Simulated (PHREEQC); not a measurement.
PHREEQC input (Pitzer model, pitzer.dat):

```
SOLUTION 1
  temp 90
  units mol/kgw
  pH 7 charge
  Cl 0.029
  Na 0.029
  S(6) 0.024
  Mg 0.024
END
USE solution 1
INCREMENTAL_REACTIONS false
REACTION 1
  H2O -1
  0 9.886 18.011 24.689 30.178 34.689 38.397 41.444
  43.949 46.007 47.699 49.089 50.232 51.172 51.944 52.578
  53.1 53.528 53.88 54.17 54.408 54.603 54.764 54.896
  55.005 55.094 55.168 55.228 moles
EQUILIBRIUM_PHASES 1
  Bischofite 0 0
  Bloedite 0 0
  Brucite 0 0
  Epsomite 0 0
  Halite 0 0
  Hexahydrite 0 0
  Kieserite 0 0
  Mirabilite 0 0
  Thenardite 0 0
  MgCl2_4H2O 0 0
SELECTED_OUTPUT 1
  -reset false
  -pH true
  -pe true
  -ionic_strength true
  -water true
  -activities H2O
  -totals Cl Mg Na S
  -molalities H+ Na+ Mg+2 Cl- SO4-2 OH- HSO4- MgOH+
  -equilibrium_phases Bischofite Bloedite Brucite Epsomite Halite Hexahydrite Kieserite Mirabilite Thenardite MgCl2_4H2O
PRINT
  -reset false
END
```

Selected output (columns that matter, 12 of 28 rows; water left (kg) added in front):

```
water left (kg)	pH	mu	Cl	Mg	Na	S	m_H+	m_Na+	m_Mg+2	m_Cl-	la_H2O	Halite	Kieserite	Thenardite
1	6.2506	0.12499	0.029	0.024	0.029	0.024	7.6195e-07	0.029	0.023998	0.029	-0.00064885	0	0	0
0.675514	6.2436	0.18504	0.04293	0.035529	0.04293	0.035529	8.0951e-07	0.04293	0.035526	0.04293	-0.00094281	0	0	0
0.375043	6.2252	0.33328	0.077324	0.063993	0.077324	0.063993	9.0997e-07	0.077324	0.063988	0.077324	-0.0016549	0	0	0
0.253345	6.206	0.49338	0.11447	0.094733	0.11447	0.094733	1.0026e-06	0.11447	0.094727	0.11447	-0.0024143	0	0	0
0.140655	6.1619	0.88868	0.20618	0.17063	0.20618	0.17063	1.1954e-06	0.20618	0.17062	0.20618	-0.0042843	0	0	0
0.0950203	6.1181	1.3155	0.3052	0.25258	0.3052	0.25258	1.3723e-06	0.3052	0.25257	0.3052	-0.0063258	0	0	0
0.0527548	6.0176	2.3694	0.54971	0.45493	0.54971	0.45493	1.7362e-06	0.54971	0.45492	0.54971	-0.011594	0	0	0
0.0356396	5.9127	3.5073	0.8137	0.67341	0.8137	0.67341	2.0525e-06	0.8137	0.67339	0.8137	-0.017826	0	0	0
0.0197855	5.6505	6.3177	1.4657	1.213	1.4657	1.213	2.565e-06	1.4657	1.213	1.4657	-0.036376	0	0	0
0.0133718	5.356	9.3479	2.1687	1.7948	2.1687	1.7948	2.7132e-06	2.1687	1.7948	2.1687	-0.061596	0	0	0
0.00742654	4.5831	16.697	3.9049	3.2317	3.8154	3.1869	1.8327e-06	3.8154	3.2316	3.9049	-0.1399	0	0	0.00033221
0.00483999	4.3764	15.113	5.5787	2.9814	3.9849	2.1845	2.5016e-06	3.9849	2.9813	5.5787	-0.16576	0.0019992	0.0095701	0.0038569
```

At this temperature some constants are extrapolated from 25 °C, and those without enthalpy data are left unchanged.
